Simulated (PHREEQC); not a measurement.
# Acid rinse or clean: an equilibrium model

Make-up at 45 °C: 0.005 mol/kgw H2SO4, 0.02 mol/kgw FeCl3 and 0.0036 mol/kgw KCl. Closed to the air; pH follows from the charge balance.

All values are PHREEQC results (ion-association model, wateq4f.dat), not measurements.

Each row changes one thing in this solution. Precipitation was switched off in this run.

```
case                                pH  ionic strength (mol/kgw)  Cl- (mol/kgw)  FeCl+2 (mol/kgw)  Fe+3 (mol/kgw)  FeSO4+ (mol/kgw)  SI of Jarosite-K (KFe3(SO4)2(OH)6)  SI of Goethite (FeOOH)
--------------------------------  ----  ------------------------  -------------  ----------------  --------------  ----------------  ----------------------------------  ----------------------
as made                           1.90                    0.0899         0.0577           0.00532         0.00470           0.00362                               +2.89                   +4.30
FeCl3 from 0.02 to 0.022 mol/kgw  1.89                    0.0984         0.0627           0.00621         0.00516           0.00363                               +2.83                   +4.28
0.018 mol/kgw Na2SeO4 added       2.00                     0.139         0.0587           0.00451         0.00432           0.00340                               +3.26                   +4.47
diluted 100-fold with water       3.40                  0.000862       0.000636           5.39e-8         1.88e-6           9.73e-7                               +0.23                   +6.01
temperature from 45 to 60 °C      1.87                    0.0885         0.0577           0.00549         0.00334           0.00327                               +3.15                   +4.47
```

Some of these states are supersaturated (in Jarosite-K, Hematite (slow to form), Jarosite-Na, for instance). Constants without temperature data keep their 25 °C values here.
